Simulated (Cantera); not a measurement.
Input (Python, Cantera):

```python
import numpy as np
import cantera as ct

gas = ct.Solution("gri30.yaml")
gas.TPX = 1175, 970, {'H2': 0.29, 'O2': 1, 'N2': 0.67}
inlet = ct.Reservoir(gas, clone=True)

reactor = ct.IdealGasConstPressureReactor(gas, energy="off", clone=False)
exhaust = ct.Reservoir(gas, clone=True)
tau = [16, 5.6, 2, 0.73, 0.26, 0.093, 0.033, 0.012, 0.0043, 0.0015][0]
for a, b in ((inlet, reactor), (reactor, exhaust)):
    ct.MassFlowController(a, b, mdot=lambda t: reactor.mass / tau)
net = ct.ReactorNet([reactor])
show = ['H2', 'O2', 'NO2', 'OH', 'H2O', 'NO', 'O']

rows = []
print(f"{'tau/s':>10s}{'T/K':>9s}" + "".join(f"{s:>11s}" for s in show))
for tau in [16, 5.6, 2, 0.73, 0.26, 0.093, 0.033, 0.012, 0.0043, 0.0015]:
    net.initial_time = 0.0
    net.advance(30 * tau)
    before = gas.X
    net.advance(40 * tau)
    drift = np.max(np.abs(gas.X - before) / (gas.X + 1e-9))
    rows.append([gas.T, *gas[show].X, drift])
    print(f"{tau:10.3e}{gas.T:9.1f}" + "".join(f"{x:11.3e}" for x in gas[show].X))
```

It prints:

```
     tau/s      T/K         H2         O2        NO2         OH        H2O         NO          O
 1.600e+01   1175.0  1.670e-04  4.703e-01  2.087e-11  8.524e-04  1.590e-01  7.663e-08  6.874e-04
 5.600e+00   1175.0  3.302e-04  4.697e-01  1.784e-11  1.209e-03  1.585e-01  1.103e-07  1.379e-03
 2.000e+00   1175.0  6.386e-04  4.685e-01  1.720e-11  1.701e-03  1.575e-01  1.885e-07  2.710e-03
 7.300e-01   1175.0  1.202e-03  4.665e-01  1.699e-11  2.361e-03  1.556e-01  3.351e-07  5.181e-03
 2.600e-01   1175.0  2.244e-03  4.627e-01  1.642e-11  3.260e-03  1.517e-01  5.829e-07  9.802e-03
 9.300e-02   1175.0  3.989e-03  4.564e-01  1.475e-11  4.352e-03  1.441e-01  8.856e-07  1.749e-02
 3.300e-02   1175.0  6.591e-03  4.477e-01  1.098e-11  5.486e-03  1.318e-01  1.007e-06  2.783e-02
 1.200e-02   1175.0  1.016e-02  4.407e-01  5.962e-12  6.445e-03  1.179e-01  7.313e-07  3.615e-02
 4.300e-03   1175.0  1.658e-02  4.398e-01  2.214e-12  7.366e-03  1.045e-01  3.349e-07  3.790e-02
 1.500e-03   1175.0  3.131e-02  4.474e-01  5.571e-13  8.241e-03  8.804e-02  1.006e-07  3.239e-02
```

Computed with Cantera and GRI-Mech 3.0 (53 species, 325 reactions). Radical loss at walls, strong at low pressure, is not modelled. The temperature is held fixed by assumption; the heat of reaction is taken as removed at once.
